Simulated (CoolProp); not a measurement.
Vapour-liquid equilibrium of diethyl ether (1) + methanol (2) at 139.75 °C; x and y are mole fractions of (1).

Model: multi-fluid Helmholtz-energy mixture model, Thol 2014 and de Reuck 1993; pair parameters Bell 2016, in CoolProp.

### Question
Give the bubble pressure and the first vapour's composition at x = 0.15, 0.45, 0.75. Is there an azeotrope?

### Answer
x = 0.15: 13.14 bar, y = 0.258; x = 0.45: 15.47 bar, y = 0.521; x = 0.75: 15.96 bar, y = 0.737. y crosses x between x = 0.65 and 0.75: the model has an azeotrope there.

The pair parameters rest on a limited set of measurements; away from them the model extrapolates.
